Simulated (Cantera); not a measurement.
A perfectly stirred reactor is fed with 87.0 % N₂O, 13.0 % H₂O, at 2200 Pa; it is held at 1398 K, and followed from long to short residence time.

Cantera simulation using GRI-Mech 3.0 (53 species, 325 reactions); the numbers are that mechanism's predictions, not measurements. GRI-Mech 3.0 was tuned for natural gas; its chemistry of N2O as a main component is partial and can be far from experiment. Radical loss at walls, strong at low pressure, is not modelled. The mechanism lacks the step 2 NO + O2 → 2 NO2, which can matter for NO2 below about 1400 K. The temperature is held fixed by assumption; the heat of reaction is taken as removed at once.

x: mole fraction; the columns are a selection and need not sum to one.

```
τ (s)    x N₂O  x H₂O      x NO      x OH      x O      x H₂O₂      x H
-------  -----  -----  --------  --------  -------  ----------  -------
0.53     0.617  0.119    0.0255  0.000255  3.04e-5  (withheld)  2.20e-7
0.21     0.746  0.125    0.0125  0.000249  3.17e-5  (withheld)  2.11e-7
0.085    0.814  0.128   0.00557  0.000235  3.26e-5  (withheld)  2.12e-7
0.034    0.846  0.129   0.00234  0.000218  3.31e-5  (withheld)  2.10e-7
0.014    0.860  0.130  0.000993  0.000196  3.30e-5     1.92e-7  1.96e-7
0.0055   0.866  0.130  0.000395  0.000163  3.23e-5     1.94e-7  1.61e-7
0.0022   0.868  0.130  0.000155  0.000114  3.09e-5  (withheld)  1.08e-7
0.00088  0.869  0.130   5.73e-5   5.96e-5  2.84e-5  (withheld)  4.98e-8
0.00035  0.869  0.130   1.91e-5   2.25e-5  2.37e-5  (withheld)  1.47e-8
0.00014  0.869  0.130   5.37e-6   6.60e-6  1.67e-5    3.01e-10  2.82e-9
```

Task: What belongs in the gaps?

Result: 
- 0.53, x H₂O₂: 2.81e-8
- 0.21, x H₂O₂: 5.84e-8
- 0.085, x H₂O₂: 1.04e-7
- 0.034, x H₂O₂: 1.56e-7
- 0.0022, x H₂O₂: 1.30e-7
- 0.00088, x H₂O₂: 3.76e-8
- 0.00035, x H₂O₂: 4.43e-9
